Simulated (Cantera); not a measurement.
**Adiabatic ignition**

An adiabatic, constant-pressure homogeneous reactor starts with 14.0 % CH₄, 17.6 % O₂, 66.0 % N₂, 2.39 % H₂O, at 1300 K and 1.01 bar.

Detailed kinetics in Cantera: GRI-Mech 3.0 (53 species, 325 reactions).

```
t (s)     T (K)     x CH₄      x O₂   x H₂O      x NO     x CO₂    x NO₂    x HCN
--------  -----  --------  --------  ------  --------  --------  -------  -------
6.00e-6    1300     0.140     0.176  0.0239    <1e-12    <1e-12   <1e-12   <1e-12
1.71e-5    1300     0.140     0.176  0.0239    <1e-12    <1e-12   <1e-12   <1e-12
4.89e-5    1300     0.140     0.176  0.0239    <1e-12    <1e-12   <1e-12   <1e-12
0.000139   1300     0.140     0.176  0.0239    <1e-12  7.89e-12   <1e-12   <1e-12
0.000398   1300     0.140     0.176  0.0239    <1e-12  3.84e-10   <1e-12   <1e-12
0.00114    1300     0.140     0.176  0.0239    <1e-12   1.49e-8   <1e-12   <1e-12
0.00324    1301     0.140     0.175  0.0241    <1e-12   1.57e-7   <1e-12   <1e-12
0.00925    1311     0.138     0.174  0.0258    <1e-12   3.08e-6   <1e-12   <1e-12
0.0264     2531  1.18e-12  0.000178   0.176  0.000495    0.0297  1.25e-8  2.03e-8
0.0754     2531  1.19e-12  0.000177   0.176  0.000612    0.0297  1.54e-8  2.46e-8
0.215      2531  1.19e-12  0.000177   0.176  0.000612    0.0297  1.54e-8  2.46e-8
0.614      2531  1.19e-12  0.000177   0.176  0.000612    0.0297  1.54e-8  2.46e-8
1.75       2531  1.19e-12  0.000177   0.176  0.000612    0.0297  1.54e-8  2.46e-8
5.00       2531  1.19e-12  0.000177   0.176  0.000612    0.0297  1.54e-8  2.46e-8
```
x: mole fraction; the columns are a selection and need not sum to one.

```yaml
time_of_steepest_temperature_rise: 16.2 ms
temperature at 5.00 s: 2531 K
equilibrium_temperature: 2531 K
x(CH₄) at 5.00 s: 1.19e-12 (gas-phase equilibrium 1.36e-12)
x(O₂) at 5.00 s: 0.000177 (gas-phase equilibrium 0.000177)
x(H₂O) at 5.00 s: 0.176 (gas-phase equilibrium 0.176)
```
